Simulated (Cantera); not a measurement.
An isothermal, constant-pressure homogeneous reactor starts with C2H6 : N2 = 1 : 9.5 (molar parts), at 1798 K and 100000 Pa. Integrator tolerance rtol = 1e-08.

Detailed kinetics in Cantera: GRI-Mech 3.0 (53 species, 325 reactions). GRI-Mech 3.0 stops at C3 and has no aromatics, soot or wall deposition, so with more carbon than oxygen in the feed, carbon stays in small species such as C2H2 where larger ones or solid carbon would form.

```
quantity                                              before                                      after
-----------------  -----------------------------------------  -----------------------------------------
x(C2H6) at 4.00 s    6.11e-8 (gas-phase equilibrium 2.54e-8)    1.45e-8 (gas-phase equilibrium 5.70e-9)
x(C2H2) at 4.00 s      0.0793 (gas-phase equilibrium 0.0327)      0.0795 (gas-phase equilibrium 0.0309)
x(H) at 4.00 s     0.000141 (gas-phase equilibrium 0.000141)  0.000384 (gas-phase equilibrium 0.000384)
x(CH4) at 4.00 s    0.00104 (gas-phase equilibrium 0.000670)  0.000432 (gas-phase equilibrium 0.000271)
x(CH3) at 4.00 s     1.86e-5 (gas-phase equilibrium 1.20e-5)    2.07e-5 (gas-phase equilibrium 1.30e-5)
x(H2) at 4.00 s          0.158 (gas-phase equilibrium 0.159)        0.159 (gas-phase equilibrium 0.159)
x(C2H4) at 4.00 s  0.000295 (gas-phase equilibrium 0.000122)   0.000131 (gas-phase equilibrium 5.09e-5)
```

Task: Name the change that produced these shifts.
A) temperature 1798 to 1925 K
B) pressure from 100000 Pa to 49.0 Pa
C) temperature 1798 to 1100 K
D) temperature 1798 to 1825 K

Result: A, temperature 1798 to 1925 K
